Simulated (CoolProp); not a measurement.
500 sccm (0 °C, 1 atm) of nitrogen bubbles through liquid decamethyltetrasiloxane (MD2M) at 359 K and leaves saturated at a total pressure of 0.0683 MPa (ideal gas phase). Each further row changes one setting.

Values from CoolProp's reference Helmholtz-energy equation of state, Thol 2017.

```csv
case,vapour pressure (kPa),mole fraction of vapour,delivery (mg/min),delivery (sccm),change of delivery for a bath 1 K warmer (%)
as stated,2.38,0.0349,251,…,5.2
bath temperature 364 K,3.03,0.0444,322,…,5.0
total pressure 0.137 MPa,2.38,…,123,8.86,5.1
```

Q: Fill in the missing entries.

A: 
- as stated, delivery (sccm): 18.1
- bath temperature 364 K, delivery (sccm): 23.2
- total pressure 0.137 MPa, mole fraction of vapour: 0.0174
